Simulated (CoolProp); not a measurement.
The numbers come from the reference Helmholtz-energy equation of state, Lemmon 2006 in CoolProp. It is a short technical equation, of lower accuracy than the large ones.

Question: Give the vapour pressure (kPa), enthalpy of vaporisation (kJ/kg), surface tension (mN/m), liquid viscosity (µPa s) of saturated toluene at 435.2, 506.7 K.

Answer: 
```
T (K)  p (kPa)  enthalpy of vaporisation (kJ/kg)  surface tension (mN/m)  liquid viscosity (µPa s)
-----  -------  --------------------------------  ----------------------  ------------------------
435.2      359                               324                    12.4                       175
506.7     1310                               255                    5.64                       111
```

Viscosity comes from a separate model (Avgeri 2015). Surface tension comes from a separate correlation (Mulero 2012).
